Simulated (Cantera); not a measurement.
What does this Cantera script print?

```python
import numpy as np
import cantera as ct

gas_names = """
    AL ALH ALN ALO ALOH ALO2 ALO2H AL2 AL2O AL2O2 H HALO HNO HNO2 HNO3 HO2 H2 H2O H2O2 N NH NH2 NH3
    NH2OH NO NO2 NO3 N2 N2H2 N2H4 N2O O OH O2 O3
""".split()
cond_names = """
    AL(cr) AL(L) ALN(s) AL2O3(a) AL2O3(L) H2O(s) H2O(L)
""".split()


# ... load() reads the species with a 1 bar reference pressure and builds the phases ...
atoms = {
    'AlN': {'AL': 1, 'N': 1},
    'H2': {'H': 2},
    'H2O': {'H': 2, 'O': 1},
}
top_T = {'ALN(s)': 2750}  # K; cautious upper limits of use, not melting points


# ... equilibrate(T, P, feed) seeds the gas with the atoms and calls Mixture.equilibrate('TP', solver="vcs", rtol=1e-11, max_steps=5000) ...
results = []
feed = {'AlN': 1, 'H2': 10, 'H2O': 0.26}  # mol
T = 1575  # K
P = 8.9  # Pa
mix = equilibrate(T, P, feed)
results.append((T, P, feed, dict(zip(mix.species_names, mix.species_moles))))
print(gas.report(threshold=0.001))
for i in range(1, mix.n_phases):
    print(f"{mix.phase(i).name:16s} {mix.phase_moles(i):12.5e} mol")
```

Output:

```
       temperature   1575 K
          pressure   8.9 Pa
           density   1.7994e-06 kg/m^3
  mean mol. weight   2.6476 kg/kmol
   phase of matter   gas

                          1 kg             1 kmol
                     ---------------   ---------------
          enthalpy         1.581e+07         4.186e+07  J
   internal energy        1.0864e+07        2.8765e+07  J
           entropy             98357        2.6041e+05  J/K
    Gibbs function        -1.391e+08       -3.6829e+08  J
 heat capacity c_p             12311             32596  J/K
 heat capacity c_v              9171             24282  J/K

                      mass frac. Y      mole frac. X     chem. pot. / RT
                     ---------------   ---------------   ---------------
                AL          0.074684         0.0073286           -11.014
              AL2O          0.043676         0.0016529           -63.037
                 H         0.0016548         0.0043465            -14.05
                H2            0.7413           0.97357             -28.1
                N2           0.13797           0.01304            -39.83
     [  +30 minor]        0.00070886         6.553e-05

AL(L)             0.00000e+00 mol
ALN(s)            7.25773e-01 mol
AL2O3(a)          8.08623e-02 mol
```

Equilibrium computed with Cantera from the NASA thermochemical tables; the gas is ideal and each condensed phase is pure. Mutual solubility and eutectic melting of coexisting phases are not modelled.
